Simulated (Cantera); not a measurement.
An isothermal, constant-pressure homogeneous reactor starts with 21.2 % CH4, 78.5 % H2O, 0.339 % N2, at 2025 K and 225 Torr.

Detailed kinetics in Cantera: GRI-Mech 3.0 (53 species, 325 reactions).

x: mole fraction; the columns are a selection and need not sum to one.

| t (s) | x CH4 | x H2O | x CH2 | x O2 | x H | x HCO |
|---|---|---|---|---|---|---|
| 2.00e-6 | 0.211 | 0.784 | 1.52e-7 | 1.10e-12 | 3.31e-5 | 2.63e-11 |
| 8.66e-6 | 0.209 | 0.783 | 2.41e-6 | 1.06e-10 | 3.92e-5 | 3.66e-9 |
| 3.75e-5 | 0.193 | 0.777 | 2.82e-5 | ? | 0.000156 | 5.81e-7 |
| 0.000162 | 0.0975 | 0.710 | 4.77e-5 | ? | 0.000858 | 2.29e-6 |
| 0.000702 | 0.0259 | 0.625 | 2.34e-5 | ? | 0.00155 | 8.60e-7 |
| 0.00304 | 0.00989 | 0.526 | 1.12e-5 | ? | 0.00209 | 3.78e-7 |
| 0.0132 | 0.00442 | 0.414 | 3.26e-6 | ? | 0.00223 | 1.28e-7 |
| 0.0570 | 3.53e-5 | 0.379 | 2.18e-8 | 2.50e-7 | 0.00233 | 3.06e-8 |
| 0.247 | 1.07e-10 | 0.379 | <1e-12 | 2.69e-7 | 0.00242 | 3.09e-8 |
| 1.07 | 1.07e-10 | 0.379 | <1e-12 | 2.69e-7 | 0.00242 | 3.09e-8 |
| 4.62 | 1.07e-10 | 0.379 | <1e-12 | 2.69e-7 | 0.00242 | 3.09e-8 |
| 20.0 | 1.07e-10 | 0.379 | <1e-12 | 2.69e-7 | 0.00242 | 3.09e-8 |

Question: Fill in the missing entries.

Answer: 
- 3.75e-5, x O2: 1.95e-8
- 0.000162, x O2: 5.18e-7
- 0.000702, x O2: 6.51e-7
- 0.00304, x O2: 5.01e-7
- 0.0132, x O2: 2.85e-7
